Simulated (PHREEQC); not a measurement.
## Leach liquor (model solution)

Make-up at 25 °C: 6.8 mmol/kgw H2SO4, 37 mmol/kgw ZnSO4 and 1.9 mmol/kgw MnSO4. Closed to the air; pH follows from the charge balance.

Equilibrium calculation in PHREEQC: ion-association model, phreeqc.dat.

Precipitation was switched off in this run.

**Question.** What pH, density, ionic strength does the model give?

**Answer.** pH 2.20; density 1.004 g/cm³; ionic strength 0.0962 mol/kgw.

**Question.** In which forms is S present?

**Answer.** SO4-2 45 %, ZnSO4 30 %, HSO4- 13 %, Zn(SO4)2-2 10 %, MnSO4 1.5 % of the S.
